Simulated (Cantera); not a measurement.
Thermodynamics of silicon etching in halogen gases, feed Si + NF3 + H2

Input: 1 mol Si, a varied amount of NF3, 0.94 mol H2, equilibrated at 773.15 K and 36.0 Pa.

Cantera equilibrium calculation (NASA polynomials, part measured and part estimated; ideal gas, pure solids and liquids). Candidate condensed phases: Si, Si3N4; 37 gas species. The numbers say what is thermodynamically allowed, not how fast it happens.

```csv
n(NF3) (mol),log p H2,log p HF,log p SiF4,log p F2,log p N2,log p F,n Si3N4(s)
0.7,-3.65,-7.56,-3.90,<-15,-5.10,<-15,0.158
0.95,-3.76,-7.47,-3.88,<-15,-4.28,<-15,0.0958
1.3,-3.88,-7.49,-3.86,<-15,-4.05,<-15,0.00835
1.7,-4.38,-3.93,-3.97,<-15,-4.04,<-15,0
2.3,<-15,-3.84,-4.12,-4.60,-4.06,-4.56,0
3.1,<-15,-3.99,-4.26,-4.15,-4.07,-4.34,0
4.2,<-15,-4.13,-4.40,-3.98,-4.08,-4.25,0
```
log p: log10 of the partial pressure in bar; n: condensed amount in mol.

From 0.7 mol NF3 to 1.3 mol NF3 the condensed part is Si3N4(s). From 1.7 mol NF3 to 4.2 mol NF3 nothing is condensed. The main Si-bearing gas is SiF4 throughout.
